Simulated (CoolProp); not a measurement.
Vapour-liquid equilibrium of hydrogen chloride (1) + n-hexane (2) at 22.55 °C; x and y are mole fractions of (1).

Computed with CoolProp (multi-fluid Helmholtz-energy mixture model, Thol 2018 and Thol 2019; pair parameters Bell 2016).

```json
[
 {"x": "0.05", "bubble pressure, mixture model (MPa)": "0.3407", "bubble pressure, Raoult's law (MPa)": "0.2413", "y, mixture model": "0.944", "y, Raoult's law": "0.929"},
 {"x": "0.2", "bubble pressure, mixture model (MPa)": "1.172", "bubble pressure, Raoult's law (MPa)": "0.9108", "y, mixture model": "0.981", "y, Raoult's law": "0.984"},
 {"x": "0.35", "bubble pressure, mixture model (MPa)": "1.777", "bubble pressure, Raoult's law (MPa)": "1.580", "y, mixture model": "0.986", "y, Raoult's law": "0.993"},
 {"x": "0.5", "bubble pressure, mixture model (MPa)": "2.233", "bubble pressure, Raoult's law (MPa)": "2.250", "y, mixture model": "0.989", "y, Raoult's law": "0.996"},
 {"x": "0.65", "bubble pressure, mixture model (MPa)": "2.675", "bubble pressure, Raoult's law (MPa)": "2.919", "y, mixture model": "0.991", "y, Raoult's law": "0.998"},
 {"x": "0.8", "bubble pressure, mixture model (MPa)": "3.249", "bubble pressure, Raoult's law (MPa)": "3.589", "y, mixture model": "0.993", "y, Raoult's law": "0.999"},
 {"x": "0.95", "bubble pressure, mixture model (MPa)": "4.111", "bubble pressure, Raoult's law (MPa)": "4.258", "y, mixture model": "0.998", "y, Raoult's law": "1.000"}
]
```

The largest gap from Raoult's law is +41.2 % in bubble pressure, at x = 0.05. No azeotrope shows between x = 0.05 and 0.95.

Pair parameters are fitted to limited data, so mixtures are less certain than the pure fluids. The gap from Raoult's law changes sign with composition, which may be real or a fault of the pair parameters; it wasn't checked against measurements.
